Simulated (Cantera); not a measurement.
A Cantera script and what it prints.

```python
import numpy as np
import cantera as ct

gas_names = """
    C CN CO CO2 C2 CCN CNC C2N2 C2O C3 C3O2 C4 C4N2 C5 Fe FeC5O5 FeO N NCO NO NO2 NO3 N2 N2O O O2 O3
""".split()
cond_names = """
    C(gr) Fe(a) Fe(c) Fe(d) Fe(L) FeC5O5(L) FeO(s) FeO(L) Fe2O3(s) Fe3O4(s)
""".split()


# ... load() reads the species with a 1 bar reference pressure and builds the phases ...
atoms = {
    'Fe2O3': {'Fe': 2, 'O': 3},
    'C': {'C': 1},
    'N2': {'N': 2},
}
top_T = {'C(gr)': 4500, 'Fe2O3(s)': 1830, 'Fe3O4(s)': 1870}  # K; cautious upper limits of use, not melting points


# ... equilibrate(T, P, feed) seeds the gas with the atoms and calls Mixture.equilibrate('TP', solver="vcs", rtol=1e-11, max_steps=5000) ...
results = []
feed = {'Fe2O3': 1, 'C': 3.6, 'N2': 0.26}  # mol
P = 2500  # Pa
for T in [950, 1050, 1150, 1250, 1350, 1450, 1550, 1650]:
    mix = equilibrate(T, P, feed)
    results.append((T, P, feed, dict(zip(mix.species_names, mix.species_moles))))
    x = sorted(zip(gas.X, gas.species_names), reverse=True)
    print(f"T = {T:g} K  P = {P:g} Pa  gas = {mix.phase_moles(0):.4g} mol")
    print("   x: " + "  ".join(f"{s} {v:.3e}" for v, s in x if v > 1e-05))
    print("   condensed (mol): " + ("  ".join(f"{mix.phase(i).name} {mix.phase_moles(i):.4g}"
          for i in range(1, mix.n_phases) if mix.phase_moles(i) > 1e-12) or "none"))
```

Output:

```
T = 950 K  P = 2500 Pa  gas = 3.157 mol
   x: CO 8.849e-01  N2 8.237e-02  CO2 3.275e-02
   condensed (mol): C(gr) 0.7034  Fe(a) 2
T = 1050 K  P = 2500 Pa  gas = 3.245 mol
   x: CO 9.154e-01  N2 8.011e-02  CO2 4.479e-03
   condensed (mol): C(gr) 0.6145  Fe(a) 2
T = 1150 K  P = 2500 Pa  gas = 3.257 mol
   x: CO 9.193e-01  N2 7.982e-02  CO2 8.336e-04
   condensed (mol): C(gr) 0.6027  Fe(a) 2
T = 1250 K  P = 2500 Pa  gas = 3.259 mol
   x: CO 9.200e-01  N2 7.977e-02  CO2 2.036e-04
   condensed (mol): C(gr) 0.6007  Fe(c) 2
T = 1350 K  P = 2500 Pa  gas = 3.26 mol
   x: CO 9.202e-01  N2 7.976e-02  CO2 6.172e-05
   condensed (mol): C(gr) 0.6002  Fe(c) 2
T = 1450 K  P = 2500 Pa  gas = 3.26 mol
   x: CO 9.202e-01  N2 7.976e-02  CO2 2.221e-05
   condensed (mol): C(gr) 0.6001  Fe(c) 2
T = 1550 K  P = 2500 Pa  gas = 3.26 mol
   x: CO 9.202e-01  N2 7.975e-02  Fe 1.677e-05
   condensed (mol): C(gr) 0.6  Fe(c) 2
T = 1650 K  P = 2500 Pa  gas = 3.26 mol
   x: CO 9.201e-01  N2 7.975e-02  Fe 1.081e-04
   condensed (mol): C(gr) 0.6  Fe(c) 2
```

Equilibrium computed with Cantera from the NASA thermochemical tables; the gas is ideal and each condensed phase is pure. Iron dissolves carbon and melts from about 1420 K in contact with it, which pure phases cannot show. Condensed phases not in the tables: cementite and carbon dissolved in iron.
